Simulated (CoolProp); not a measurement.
Properties of methane along the isotherm 148.5 K (Tc = 190.6 K, pc = 4.599 MPa, ω = 0.011).

Values from CoolProp's reference Helmholtz-energy equation of state, Setzmann 1991.

```tsv
p (MPa)	phase	cp (kJ/(kg K))	cv (kJ/(kg K))	fugacity coefficient
1.92	liquid	3.945	1.923	0.4474
2.87	liquid	3.893	1.925	0.3096
3.83	liquid	3.845	1.927	0.2400
4.79	liquid	3.803	1.929	0.1985
5.75	liquid	3.764	1.931	0.1711
6.71	liquid	3.730	1.933	0.1516
7.67	liquid	3.698	1.935	0.1371
8.62	liquid	3.669	1.938	0.1261
9.58	liquid	3.642	1.940	0.1173
10.5	liquid	3.618	1.942	0.1104
11.5	liquid	3.594	1.945	0.1044
```
